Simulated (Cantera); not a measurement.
A closed system holds: 1 mol HI, 1.1 mol H2O, 1.5 mol H2, equilibrated at 82.5 Torr.

Cantera equilibrium calculation (NASA polynomials, part measured and part estimated; ideal gas, pure solids and liquids). Candidate condensed phases: H2O, I2; 12 gas species. The numbers say what is thermodynamically allowed, not how fast it happens.

Question: At 2048 K, list the 6 most abundant gas species with their mole fractions, and the condensed phases.

Answer: H2 0.478, H2O 0.271, I 0.220, HI 0.0268, H 0.00467, OH 0.000288. Condensed: gas only.
